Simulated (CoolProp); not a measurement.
A Linde-Hampson liquefier for CF4 (R14): isothermal reversible compression at 290 K from 1 atm to 20 MPa, throttling to 1 atm, return gas leaving the recuperator 0 K below the feed. Each further row changes one setting.

Computed with CoolProp (reference Helmholtz-energy equation of state, Platzer 1990). This equation is an older, rougher fit; its heat capacities, sound speeds and derivatives of the liquid may be far off and weren't checked against measurements.

```
case                        liquid yield per pass  compression work (kJ/kg of gas)
--------------------------  ---------------------  -------------------------------
as stated                                   0.301                              128
high pressure 40 MPa                        0.318                              147
warm-end temperature 320 K                  0.226                              148
warm-end gap 5 K                            0.290                              128
```
